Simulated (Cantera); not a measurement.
An adiabatic, constant-pressure homogeneous reactor starts with CH4 : C2H6 : O2 : N2 = 1 : 0.28 : 3.27 : 12.3 (molar parts), equivalence ratio 0.91, at 1375 K and 2500000 Pa.

Cantera simulation using GRI-Mech 3.0 (53 species, 325 reactions); the numbers are that mechanism's predictions, not measurements. The pressure lies above the range GRI-Mech 3.0 was tuned for (to about 10 atm).

### Question
Predict: time of steepest temperature rise; temperature at 0.400 s; equilibrium temperature; x(O2) at 0.400 s; x(NO) at 0.400 s; x(H2O2) at 0.400 s; x(O) at 0.400 s.

### Answer
| Item | Value |
|---|---|
| time of steepest temperature rise | 52.0 µs |
| temperature at 0.400 s | 2847 K |
| equilibrium temperature | 2847 K |
| x(O2) at 0.400 s | 0.0198 (gas-phase equilibrium 0.0198) |
| x(NO) at 0.400 s | 0.0115 (gas-phase equilibrium 0.0115) |
| x(H2O2) at 0.400 s | 1.46e-6 (gas-phase equilibrium 1.46e-6) |
| x(O) at 0.400 s | 0.00185 (gas-phase equilibrium 0.00185) |
